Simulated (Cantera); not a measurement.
# Low-pressure radical oxidation in H2/O2

An isothermal, constant-pressure homogeneous reactor starts with H2 : O2 : N2 = 0.1 : 1 : 1 (molar parts), equivalence ratio 0.050, at 1425 K and 20.0 Torr.

Detailed kinetics in Cantera: the H2/O2 subset of GRI-Mech 3.0, which has no nitrogen chemistry. Radical loss at walls, strong at low pressure, is not modelled. The temperature is held fixed by assumption; the heat of reaction is taken as removed at once.

```tsv
t (s)	x H2	x O2	x H2O2	x H	x HO2	x OH
3.00e-5	0.0476	0.476	2.71e-11	3.12e-8	4.47e-8	2.08e-8
0.000135	0.0476	0.476	5.03e-10	3.63e-7	2.01e-7	4.39e-7
0.000605	0.0360	0.468	4.94e-8	0.00315	2.13e-6	0.00368
0.00272	0.00126	0.440	7.69e-8	0.00753	2.37e-6	0.00531
0.0122	0.000957	0.446	7.36e-8	0.00477	2.23e-6	0.00466
0.0548	0.000335	0.457	5.25e-8	0.000911	1.51e-6	0.00279
0.246	3.46e-5	0.463	1.73e-8	2.94e-5	3.79e-7	0.000903
1.10	2.84e-6	0.463	3.47e-9	6.88e-7	6.34e-8	0.000259
4.96	4.30e-7	0.463	8.98e-10	4.07e-8	5.06e-8	0.000101
22.3	2.91e-7	0.463	7.13e-10	2.27e-8	5.64e-8	8.31e-5
100	2.91e-7	0.463	7.13e-10	2.27e-8	5.64e-8	8.31e-5
```
x: mole fraction; the columns are a selection and need not sum to one.

Equilibrium at this temperature and pressure: H2 2.91e-7, O2 0.463, H2O2 7.13e-10, H 2.27e-8, HO2 5.64e-8, OH 8.31e-5 (gas phase only).
